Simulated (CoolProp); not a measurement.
Vapour-liquid equilibrium of R22 (1) + acetone (2) at 0.255 bar; x and y are mole fractions of (1).

Values from CoolProp's multi-fluid Helmholtz-energy mixture model, Kamei 1995 and Lemmon 2006; pair parameters Bell 2016.

| x | bubble temperature, mixture model (°C) | bubble temperature, Raoult's law (°C) | y, mixture model | y, Raoult's law |
|---|---|---|---|---|
| 0.05 | -4.6 | -7.2 | 0.725 | 0.767 |
| 0.2 | -25.2 | -36.5 | 0.929 | 0.970 |
| 0.35 | -34.6 | -47.8 | 0.969 | 0.990 |
| 0.5 | -43.5 | -54.5 | 0.989 | 0.996 |
| 0.65 | -52.5 | -59.2 | 0.997 | 0.998 |
| 0.8 | -60.2 | -62.8 | 1.000 | 0.999 |
| 0.95 | -65.5 | -65.7 | 1.000 | 1.000 |

The largest gap from Raoult's law is +13.2 K in bubble temperature, at x = 0.35. No azeotrope shows between x = 0.05 and 0.95.

Pair parameters are fitted to limited data, so mixtures are less certain than the pure fluids. With so large a gap from Raoult's law the liquid may split in two, which this calculation doesn't test in full.
